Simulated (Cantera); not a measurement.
Catalytic stagnation flow on Pt

A jet of CH4 : O2 : N2 = 0.025 : 0.13 : 0.79 (molar parts), equivalence ratio 0.38 at 300 K and 0.490 bar hits a platinum plate 3.9 cm away at a mass flux of 0.058 kg/m²/s; the plate temperature is set and raised in steps from an oxygen-covered start.

Model: Deutschmann's 1995 Pt surface mechanism with GRI-Mech 3.0 gas chemistry, integrated in Cantera. Catalytic surfaces can have several steady states; this one follows from the mechanism file's or the stated starting coverage.

```tsv
plate T (K)	wall x CH4	wall x O2	wall x H2O	wall x OH	wall x CO	wall x CO2	θ free Pt	θ O*	θ OH*
900	0.0145	0.112	0.0224	1.81e-8	4.39e-6	0.0146	0.124	0.873	0.00229
950	0.00926	0.101	0.0320	5.41e-8	3.87e-6	0.0210	0.179	0.818	0.00260
1000	0.00590	0.0939	0.0382	1.45e-7	3.30e-6	0.0250	0.239	0.759	0.00262
1050	0.00393	0.0898	0.0417	3.44e-7	2.89e-6	0.0274	0.300	0.697	0.00249
1100	0.00247	0.0872	0.0440	7.87e-7	4.23e-6	0.0287	0.362	0.636	0.00230
1150	0.00155	0.0854	0.0456	1.57e-6	5.38e-6	0.0297	0.422	0.575	0.00210
1200	0.000846	0.0838	0.0471	2.94e-6	6.79e-6	0.0306	0.482	0.516	0.00189
```
x: mole fraction at the wall; θ: surface coverage.
